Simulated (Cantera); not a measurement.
Feed: 1 mol V, 0.012 mol H₂O, 0.15 mol N₂, held at 0.233 Torr.

These are equilibrium values from Cantera (NASA tables, ideal gas, pure condensed phases), not measurements of a reactor. Candidate condensed phases: H₂O, V, VN, VO, V₂O₃, V₂O₄, V₂O₅; 28 gas species. Mutual solubility and eutectic melting of coexisting phases are not modelled. VN, VO: taken at fixed stoichiometry. Condensed phases not in the tables: solid solutions among these carbides, nitrides and lower oxides, V₂N, N, O or C dissolved in the metal. Equilibrium is a limit: real reactors are often held back by kinetics, nucleation or transport.

Task: What share of the V ends up in condensed phases as a function of T (K), at 1800, 1900, 2000, 2100, 2200, 2300, 2400, 2500?

Result: 
```json
[
 {"T (K)": "1800", "V condensed (%)": "100.0", "as": "V(s) + VN(s) + VO(s)"},
 {"T (K)": "1900", "V condensed (%)": "100.0", "as": "V(s) + VO(s)"},
 {"T (K)": "2000", "V condensed (%)": "99.8", "as": "V(s) + VO(s)"},
 {"T (K)": "2100", "V condensed (%)": "99.0", "as": "V(s) + VO(l)"},
 {"T (K)": "2200", "V condensed (%)": "96.5", "as": "V(l)"},
 {"T (K)": "2300", "V condensed (%)": "88.8", "as": "V(l)"},
 {"T (K)": "2400", "V condensed (%)": "0.0", "as": "-"},
 {"T (K)": "2500", "V condensed (%)": "0.0", "as": "-"}
]
```
